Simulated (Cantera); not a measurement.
What does this Cantera script print?

```python
import numpy as np
import cantera as ct

gas_names = [...]  # 45 gases of nasa_gas.yaml made of Al, Cl, H, N, O
cond_names = """
    AL(cr) AL(L) ALCL3(s) ALCL3(L) ALN(s) AL2O3(a) AL2O3(L) H2O(s) H2O(L) NH4CL(a) NH4CL(b)
""".split()


# ... load() reads the species with a 1 bar reference pressure and builds the phases ...
atoms = {
    'AlCl3': {'AL': 1, 'CL': 3},
    'H2O': {'H': 2, 'O': 1},
    'N2': {'N': 2},
}
top_T = {'ALN(s)': 2750}  # K; cautious upper limits of use, not melting points


# ... equilibrate(T, P, feed) seeds the gas with the atoms and calls Mixture.equilibrate('TP', solver="vcs", rtol=1e-11, max_steps=5000) ...
results = []
feed = {'AlCl3': 1, 'H2O': 7.5, 'N2': 10}  # mol
P = 180  # Pa
for T in [1273, 1348, 1423, 1498, 1573, 1648, 1723, 1798, 1873, 1948, 2023]:
    mix = equilibrate(T, P, feed)
    results.append((T, P, feed, dict(zip(mix.species_names, mix.species_moles))))
    x = sorted(zip(gas.X, gas.species_names), reverse=True)
    print(f"T = {T:g} K  P = {P:g} Pa  gas = {mix.phase_moles(0):.4g} mol")
    print("   x: " + "  ".join(f"{s} {v:.3e}" for v, s in x if v > 0.001))
    print("   condensed (mol): " + ("  ".join(f"{mix.phase(i).name} {mix.phase_moles(i):.4g}"
          for i in range(1, mix.n_phases) if mix.phase_moles(i) > 1e-12) or "none"))
```

Result:

```
T = 1273 K  P = 180 Pa  gas = 19 mol
   x: N2 5.263e-01  H2O 3.157e-01  HCL 1.577e-01
   condensed (mol): AL2O3(a) 0.5
T = 1348 K  P = 180 Pa  gas = 19 mol
   x: N2 5.262e-01  H2O 3.156e-01  HCL 1.574e-01
   condensed (mol): AL2O3(a) 0.5
T = 1423 K  P = 180 Pa  gas = 19.01 mol
   x: N2 5.260e-01  H2O 3.154e-01  HCL 1.570e-01
   condensed (mol): AL2O3(a) 0.5
T = 1498 K  P = 180 Pa  gas = 19.02 mol
   x: N2 5.258e-01  H2O 3.151e-01  HCL 1.562e-01  CL 1.519e-03  H2 1.129e-03
   condensed (mol): AL2O3(a) 0.5
T = 1573 K  P = 180 Pa  gas = 19.03 mol
   x: N2 5.254e-01  H2O 3.143e-01  HCL 1.550e-01  CL 2.603e-03  H2 2.057e-03
   condensed (mol): AL2O3(a) 0.5
T = 1648 K  P = 180 Pa  gas = 19.06 mol
   x: N2 5.247e-01  H2O 3.131e-01  HCL 1.532e-01  CL 4.230e-03  H2 3.553e-03
   condensed (mol): AL2O3(a) 0.5
T = 1723 K  P = 180 Pa  gas = 19.1 mol
   x: N2 5.236e-01  H2O 3.110e-01  HCL 1.505e-01  CL 6.553e-03  H2 5.850e-03  O2 1.018e-03
   condensed (mol): AL2O3(a) 0.5
T = 1798 K  P = 180 Pa  gas = 19.16 mol
   x: N2 5.219e-01  H2O 3.076e-01  HCL 1.469e-01  CL 9.721e-03  H2 9.218e-03  OH 1.748e-03  O2 1.729e-03
   condensed (mol): AL2O3(a) 0.5
T = 1873 K  P = 180 Pa  gas = 19.24 mol
   x: N2 5.194e-01  H2O 3.024e-01  HCL 1.420e-01  H2 1.394e-02  CL 1.386e-02  OH 3.024e-03  O2 2.803e-03  H 1.796e-03
   condensed (mol): AL2O3(a) 0.5
T = 1948 K  P = 180 Pa  gas = 19.37 mol
   x: N2 5.158e-01  H2O 2.945e-01  HCL 1.358e-01  H2 2.028e-02  CL 1.904e-02  OH 4.983e-03  O2 4.352e-03  H 3.793e-03
   condensed (mol): AL2O3(a) 0.4999
T = 2023 K  P = 180 Pa  gas = 19.57 mol
   x: N2 5.105e-01  H2O 2.832e-01  HCL 1.281e-01  H2 2.841e-02  CL 2.526e-02  OH 7.834e-03  H 7.544e-03  O2 6.482e-03  O 1.512e-03  NO 1.153e-03
   condensed (mol): AL2O3(a) 0.4998
```

These are equilibrium values from Cantera (NASA tables, ideal gas, pure condensed phases), not measurements of a reactor.
